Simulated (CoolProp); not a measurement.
Properties of neopentane along the isobar 0.11 MPa (Tc = 433.7 K, pc = 3.196 MPa, ω = 0.196).

The numbers come from the reference Helmholtz-energy equation of state, Lemmon 2006 in CoolProp. It is a short technical equation, of lower accuracy than the large ones.

```
T (K)  phase  cp (kJ/(kg K))  speed of sound (m/s)  isothermal compressibility (1/MPa)
-----  -----  --------------  --------------------  ----------------------------------
368.9    gas           2.039                 208.6                               9.277
386.1    gas           2.115                 213.7                               9.250
403.2    gas           2.190                 218.6                               9.229
420.4    gas           2.265                 223.4                               9.211
437.5    gas           2.337                     ?                               9.196
454.6    gas           2.409                 232.5                               9.183
471.8    gas           2.480                 236.9                               9.173
488.9    gas           2.550                     ?                               9.163
506      gas               ?                     ?                               9.156
```

**Question.** Fill in the missing entries.

**Answer.** 
- 437.5, speed of sound (m/s): 228.0
- 488.9, speed of sound (m/s): 241.2
- 506, cp (kJ/(kg K)): 2.618
- 506, speed of sound (m/s): 245.4
